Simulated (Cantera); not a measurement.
# Stirred combustor or abatement burner

A perfectly stirred reactor is fed with CH₃OH : O₂ : N₂ : CO₂ = 1 : 1.15 : 10 : 1.1 (molar parts), equivalence ratio 1.3, at 130000 Pa; it is adiabatic with a 650 K inlet, and is followed from long to short residence time, starting on the burning branch (τ in s: 0.12, 0.057, 0.027, 0.013, 0.0059, 0.0028, 0.0013, 0.00061, 0.00029, 0.00013, 6.3e-05, 3e-05, 1.4e-05).

Cantera simulation using GRI-Mech 3.0 (53 species, 325 reactions); the numbers are that mechanism's predictions, not measurements. GRI-Mech 3.0 was tuned for natural gas; its chemistry of methanol as a main component is partial and can be far from experiment.

```json
[
 {"τ (s)": "0.12", "T (K)": "1570", "x CH₃OH": "2.66e-6", "x O₂": "0.000155", "x CO₂": "0.113", "x H₂O": "0.127", "x H₂": "0.0139", "x NO₂": "1.39e-10"},
 {"τ (s)": "0.057", "T (K)": "1566", "x CH₃OH": "4.18e-6", "x O₂": "0.000256", "x CO₂": "0.113", "x H₂O": "0.127", "x H₂": "0.0140", "x NO₂": "2.27e-10"},
 {"τ (s)": "0.027", "T (K)": "1561", "x CH₃OH": "6.75e-6", "x O₂": "0.000423", "x CO₂": "0.113", "x H₂O": "0.127", "x H₂": "0.0140", "x NO₂": "3.44e-10"},
 {"τ (s)": "0.013", "T (K)": "1554", "x CH₃OH": "1.11e-5", "x O₂": "0.000688", "x CO₂": "0.113", "x H₂O": "0.126", "x H₂": "0.0142", "x NO₂": "4.76e-10"},
 {"τ (s)": "0.0059", "T (K)": "1544", "x CH₃OH": "2.00e-5", "x O₂": "0.00116", "x CO₂": "0.112", "x H₂O": "0.125", "x H₂": "0.0144", "x NO₂": "6.18e-10"},
 {"τ (s)": "0.0028", "T (K)": "1530", "x CH₃OH": "3.72e-5", "x O₂": "0.00193", "x CO₂": "0.111", "x H₂O": "0.125", "x H₂": "0.0148", "x NO₂": "7.35e-10"},
 {"τ (s)": "0.0013", "T (K)": "1508", "x CH₃OH": "7.97e-5", "x O₂": "0.00347", "x CO₂": "0.109", "x H₂O": "0.123", "x H₂": "0.0156", "x NO₂": "8.48e-10"},
 {"τ (s)": "0.00061", "T (K)": "650", "x CH₃OH": "0.0755", "x O₂": "0.0868", "x CO₂": "0.0830", "x H₂O": "<1e-12", "x H₂": "<1e-12", "x NO₂": "<1e-12"},
 {"τ (s)": "0.00029", "T (K)": "650", "x CH₃OH": "0.0755", "x O₂": "0.0868", "x CO₂": "0.0830", "x H₂O": "<1e-12", "x H₂": "<1e-12", "x NO₂": "<1e-12"},
 {"τ (s)": "0.00013", "T (K)": "650", "x CH₃OH": "0.0755", "x O₂": "0.0868", "x CO₂": "0.0830", "x H₂O": "<1e-12", "x H₂": "<1e-12", "x NO₂": "<1e-12"},
 {"τ (s)": "6.3e-5", "T (K)": "650", "x CH₃OH": "0.0755", "x O₂": "0.0868", "x CO₂": "0.0830", "x H₂O": "<1e-12", "x H₂": "<1e-12", "x NO₂": "<1e-12"},
 {"τ (s)": "3.0e-5", "T (K)": "650", "x CH₃OH": "0.0755", "x O₂": "0.0868", "x CO₂": "0.0830", "x H₂O": "<1e-12", "x H₂": "<1e-12", "x NO₂": "<1e-12"},
 {"τ (s)": "1.4e-5", "T (K)": "650", "x CH₃OH": "0.0755", "x O₂": "0.0868", "x CO₂": "0.0830", "x H₂O": "<1e-12", "x H₂": "<1e-12", "x NO₂": "<1e-12"}
]
```
x: mole fraction; the columns are a selection and need not sum to one.
